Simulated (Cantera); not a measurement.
Feed: 1 mol BN, 2.4 mol HCl, 3.1 mol H₂, held at 1400 K and 2100 Pa.

Method: chemical equilibrium by Gibbs-energy minimisation in Cantera with the NASA 1993 tables (ideal gas, pure condensed phases). Candidate condensed phases: B, BN, NH₄Cl; 21 gas species. Gases not in the tables: BHCl₂. Equilibrium is a limit: real reactors are often held back by kinetics, nucleation or transport.

Base state: H₂ 0.565, HCl 0.433, BCl₃ 0.00102, N₂ 0.000513, H 2.52e-5, Cl 1.59e-5 (mole fractions); condensed: BN(s).

Question: What changes in the equilibrium state with this change: BN replaced by AlN?

Answer: 
```csv
species,before,after
H₂,0.565,0.729
AlCl₃,0,0.108
HCl,0.433,0.0982
N₂,0.000513,0.0575
BCl₃,0.00102,0
AlCl₂,0,0.00439
AlCl,0,0.00206
Cl,1.59e-5,3.18e-6
H,2.52e-5,2.87e-5
"BN(s), mol",0.994,0
"AlN(s), mol",0,0.365
```
The tables' values for AlCl₂ are old estimates; treat these amounts as uncertain. Further candidate phases: Al, AlCl₃, AlN.
